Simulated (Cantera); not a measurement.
# Equilibrium for roasting and sulfation: FeS2 + O2 + CO2 + H2S

Input: 1 mol FeS2, 0.28 mol O2, 0.97 mol CO2, 2.4 mol H2S, equilibrated at 12.0 bar.

Equilibrium computed with Cantera from the NASA thermochemical tables; the gas is ideal and each condensed phase is pure. Candidate condensed phases: C, C6H6, C7H8, C8H18, Fe, Fe(CO)5, FeO, Fe(OH)2, Fe(OH)3, FeS, FeSO4, FeS2, Fe2O3, Fe2(SO4)3, Fe3O4, H2O, H2SO4, S; 127 gas species. FeS: taken at fixed stoichiometry. Rates play no part.

```json
[
 {"T (K)": "1450", "x H2S": "0.308", "x S2": "0.221", "x H2O": "0.200", "x CO2": "0.138", "x CO": "0.0665", "x H2": "0.0405", "x COS": "0.0167", "n FeS(s)": "1.00", "n FeS(l)": "0"},
 {"T (K)": "1475", "x H2S": "0.298", "x S2": "0.224", "x H2O": "0.204", "x CO2": "0.133", "x CO": "0.0717", "x H2": "0.0442", "x COS": "0.0160", "n FeS(s)": "0", "n FeS(l)": "1.00"},
 {"T (K)": "1500", "x H2S": "0.289", "x S2": "0.227", "x H2O": "0.207", "x CO2": "0.127", "x CO": "0.0768", "x H2": "0.0481", "x COS": "0.0153", "n FeS(s)": "0", "n FeS(l)": "1.00"},
 {"T (K)": "1525", "x H2S": "0.279", "x S2": "0.230", "x H2O": "0.209", "x CO2": "0.122", "x CO": "0.0818", "x H2": "0.0521", "x COS": "0.0146", "n FeS(s)": "0", "n FeS(l)": "1.00"},
 {"T (K)": "1550", "x H2S": "0.270", "x S2": "0.233", "x H2O": "0.212", "x CO2": "0.117", "x CO": "0.0866", "x H2": "0.0561", "x COS": "0.0139", "n FeS(s)": "0", "n FeS(l)": "1.000"},
 {"T (K)": "1575", "x H2S": "0.261", "x S2": "0.236", "x H2O": "0.215", "x CO2": "0.112", "x CO": "0.0913", "x H2": "0.0603", "x COS": "0.0133", "n FeS(s)": "0", "n FeS(l)": "1.000"},
 {"T (K)": "1600", "x H2S": "0.251", "x S2": "0.238", "x H2O": "0.217", "x CO2": "0.107", "x CO": "0.0958", "x H2": "0.0645", "x COS": "0.0126", "n FeS(s)": "0", "n FeS(l)": "1.000"},
 {"T (K)": "1625", "x H2S": "0.243", "x S2": "0.241", "x H2O": "0.219", "x CO2": "0.103", "x CO": "0.100", "x H2": "0.0687", "x COS": "0.0120", "n FeS(s)": "0", "n FeS(l)": "1.000"},
 {"T (K)": "1650", "x H2S": "0.234", "x S2": "0.243", "x H2O": "0.221", "x CO2": "0.0982", "x CO": "0.104", "x H2": "0.0730", "x COS": "0.0114", "n FeS(s)": "0", "n FeS(l)": "1.000"},
 {"T (K)": "1675", "x H2S": "0.225", "x S2": "0.246", "x H2O": "0.222", "x CO2": "0.0939", "x CO": "0.108", "x H2": "0.0773", "x COS": "0.0108", "n FeS(s)": "0", "n FeS(l)": "1.000"},
 {"T (K)": "1700", "x H2S": "0.217", "x S2": "0.248", "x H2O": "0.224", "x CO2": "0.0898", "x CO": "0.112", "x H2": "0.0816", "x COS": "0.0102", "n FeS(s)": "0", "n FeS(l)": "1.000"},
 {"T (K)": "1725", "x H2S": "0.209", "x S2": "0.250", "x H2O": "0.225", "x CO2": "0.0860", "x CO": "0.115", "x H2": "0.0859", "x COS": "0.00972", "n FeS(s)": "0", "n FeS(l)": "1.000"}
]
```
x: gas mole fraction; n: condensed amount in mol.

At 1450 K the condensed part is FeS(s). From 1475 K to 1725 K the condensed part is FeS(l). The main Fe-bearing gas is Fe(OH)2 throughout.
